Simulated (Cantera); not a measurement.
Feed: 1 mol SiHCl₃, 460 mol H₂, equilibrated at 0.0133 bar.

Cantera equilibrium calculation (NASA polynomials, part measured and part estimated; ideal gas, pure solids and liquids). Candidate condensed phases: Si; 19 gas species. Rates play no part. All values below are at 1125 °C.

Base state: H₂ 0.994, HCl 0.00626, SiCl₂ 0.000116, H 4.08e-5 (mole fractions); condensed: Si(s).

**Question.** What changes in the equilibrium state with this change: SiHCl₃ replaced by SiH₂Cl₂?

**Answer.** 
| species | before | after |
|---|---|---|
| H₂ | 0.994 | 0.996 |
| HCl | 0.00626 | 0.00422 |
| SiCl₂ | 0.000116 | 5.27e-5 |
| H | 4.08e-5 | 4.09e-5 |
| Si(s), mol | 0.946 | 0.975 |
